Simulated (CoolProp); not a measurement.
Benzene at several states: fugacity coefficient from the reference equation and from simpler models built on Tc = 288.9 °C, pc = 4906 kPa, ω = 0.211; each cubic takes its own stable root.

Computed with CoolProp (reference Helmholtz-energy equation of state, Thol 2012).

| T (°C) | p (kPa) | phase | reference | Redlich-Kwong | Soave-Redlich-Kwong | Peng-Robinson |
|---|---|---|---|---|---|---|
| 124.95 | 1700 | liquid | 0.1918 | 0.2660 | 0.1942 | 0.1917 |
| 283.05 | 828 | gas | 0.9409 | 0.9413 | 0.9411 | 0.9350 |
| 297.25 | 178 | gas | 0.9882 | 0.9882 | 0.9882 | 0.9869 |
| 192.55 | 27700 | liquid | 0.08166 | 0.1048 | 0.08881 | 0.07929 |
| 102.25 | 43.7 | gas | 0.9884 | 0.9907 | 0.9899 | 0.9895 |
| 86.65 | 3620 | liquid | 0.03677 | 0.05739 | 0.03725 | 0.03700 |
